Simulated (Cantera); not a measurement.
Input (Python, Cantera) and output of one run.

```python
import numpy as np
import cantera as ct

gas_names = """
    C CH CH2 CH3 CH2OH CH3O CH4 CH3OH CO CO2 COOH C2 C2H CHCO,ketyl C2H2,acetylene C2H2,vinylidene
    CH2CO,ketene C2H3,vinyl CH3CO,acetyl C2H4 C2H4O,ethylen CH3CHO,ethanal CH3COOH (HCOOH)2 C2H5 C2H6
    CH3OCH3 C2H5OH C2O C3 C3H3,propargyl C3H4,allene C3H4,propyne C3H4,cyclo- C3H5,allyl C3H6,propylene
    C3H6,cyclo- C3H6O C3H7,n-propyl C3H7,i-propyl C3H8 C3H8O,1propanol C3H8O,2propanol C3O2 C4 C4H2
    C4H4,1,3-cyclo- C4H6,butadiene C4H6,2-butyne C4H6,cyclo- C4H8,1-butene C4H8,cis2-buten
    C4H8,tr2-butene C4H8,isobutene C4H8,cyclo- (CH3COOH)2 C4H9,n-butyl C4H9,i-butyl C4H9,s-butyl
    C4H9,t-butyl C4H10,isobutane C4H10,n-butane C5 C5H6,1,3cyclo- C5H8,cyclo- C5H10,1-pentene
    C5H10,cyclo- C5H11,pentyl C5H11,t-pentyl C5H12,n-pentane C5H12,i-pentane CH3C(CH3)2CH3 C6H2
    C6H5,phenyl C6H5O,phenoxy C6H6 C6H5OH,phenol C6H10,cyclo- C6H12,1-hexene C6H12,cyclo- C6H13,n-hexyl
    C7H7,benzyl C7H8 C7H8O,cresol C7H14,1-heptene C7H15,n-heptyl C7H16,n-heptane C8H8,styrene
    C8H10,ethylbenz C8H16,1-octene C8H17,n-octyl C8H18,isooctane C8H18,n-octane C9H19,n-nonyl
    C10H8,naphthale C10H21,n-decyl C12H9,o-bipheny C12H10,bipheny H HCO HO2 H2 HCHO,formaldehy HCOOH H2O
    H2O2 O OH O2 O3 Si SiC SiC2 SiC4H12 SiH SiH2 SiH3 SiH4 SiO SiO2 Si2 Si2C Si3
""".split()
cond_names = """
    C(gr) C6H6(L) C7H8(L) C8H18(L),n-octa H2O(s) H2O(L) Si(cr) Si(L) SiC(b) SiO2(Lqz) SiO2(hqz) SiO2(L)
""".split()


def load(file, names, dense=False):
    # The tables refer to 1 bar. Condensed volumes are neglected.
    table = {s.name: s for s in ct.Species.list_from_file(file)}
    out = []
    for n in names:
        d = dict(table[n].input_data)
        d["thermo"] = dict(d["thermo"], **{"reference-pressure": 1e5})
        if dense:
            d["equation-of-state"] = {"model": "constant-volume", "density": "1e6 g/cm^3"}
        out.append(ct.Species.from_dict(d))
    return out


gas = ct.Solution(thermo="ideal-gas", species=load("nasa_gas.yaml", gas_names))
cond = {s.name: ct.Solution(thermo="fixed-stoichiometry", species=[s], name=s.name)
        for s in load("nasa_condensed.yaml", cond_names, dense=True)}
atoms = {
    'Si': {'Si': 1},
    'CO2': {'C': 1, 'O': 2},
    'H2': {'H': 2},
}
top_T = {'C(gr)': 4500, 'SiC(b)': 3050}  # K; cautious upper limits of use, not melting points


def equilibrate(T, P, feed):
    n = {}
    for name, mol in feed.items():
        for a, k in atoms[name].items():
            n[a] = n.get(a, 0.0) + k * mol
    gas.TPX = T, P, n
    mass = sum(n.values()) * gas.mean_molecular_weight
    gas.equilibrate("TP")
    valid = [c for c in cond.values() if c.min_temp <= T <= top_T.get(c.name, c.max_temp)]
    mix = ct.Mixture([(gas, mass / gas.mean_molecular_weight)] + [(c, 0.0) for c in valid])
    mix.T, mix.P = T, P
    mix.equilibrate("TP", solver="vcs", rtol=1e-11, max_steps=5000)
    return mix


results = []
feed = {'Si': 1, 'CO2': 0.072, 'H2': 290}  # mol
T = 1275  # K
P = 16000  # Pa
mix = equilibrate(T, P, feed)
results.append((T, P, feed, dict(zip(mix.species_names, mix.species_moles))))
x = sorted(zip(gas.X, gas.species_names), reverse=True)
print(f"T = {T:g} K  P = {P:g} Pa  gas = {mix.phase_moles(0):.4g} mol")
print("   x: " + "  ".join(f"{s} {v:.3e}" for v, s in x if v > 0.0001))
print("   condensed (mol): " + ("  ".join(f"{mix.phase(i).name} {mix.phase_moles(i):.4g}"
      for i in range(1, mix.n_phases) if mix.phase_moles(i) > 1e-12) or "none"))
```

Output:

```
T = 1275 K  P = 16000 Pa  gas = 290 mol
   x: H2 1.000e+00
   condensed (mol): Si(cr) 0.8535  SiC(b) 0.07081  SiO2(hqz) 0.06823
```

These are equilibrium values from Cantera (NASA tables, ideal gas, pure condensed phases), not measurements of a reactor. Mutual solubility and eutectic melting of coexisting phases are not modelled. The tables hold silica as quartz up to 1696 K and as liquid above; real silica turns to tridymite and cristobalite and melts near 1996 K.
